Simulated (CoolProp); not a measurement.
R245fa along the isobar 24 bar: Z from the reference equation and from simpler models built on Tc = 427.0 K, pc = 36.51 bar, ω = 0.378; each cubic takes its own stable root.

Values from CoolProp's reference Helmholtz-energy equation of state, Akasaka 2015.

| T (K) | phase | reference |
|---|---|---|
| 197 | liquid | 0.1237 |
| 213.2 | liquid | 0.1170 |
| 229.4 | liquid | 0.1114 |
| 245.6 | liquid | 0.1067 |
| 261.8 | liquid | 0.1028 |
| 278 | liquid | 0.09961 |
| 294.2 | liquid | 0.09701 |
| 310.4 | liquid | 0.09499 |
| 326.6 | liquid | 0.09357 |
| 342.8 | liquid | 0.09280 |
| 359 | liquid | 0.09283 |
| 375.2 | liquid | 0.09397 |
| 391.4 | liquid | 0.09704 |
| 407.6 | gas | 0.6220 |
| 423.8 | gas | 0.7101 |
| 440 | gas | 0.7652 |

Problem. How far does each simpler model (Redlich-Kwong, Soave-Redlich-Kwong, Peng-Robinson) lie from the reference over these 16 states: mean and median of the absolute difference, and the worst?

Solution. 
- Redlich-Kwong: mean 15.1 %, median 15.4 %, worst +28.3 % at 391.4 K and 24 bar
- Soave-Redlich-Kwong: mean 9.8 %, median 10.6 %, worst +18.5 % at 391.4 K and 24 bar
- Peng-Robinson: mean 1.9 %, median 2.1 %, worst +4.7 % at 391.4 K and 24 bar
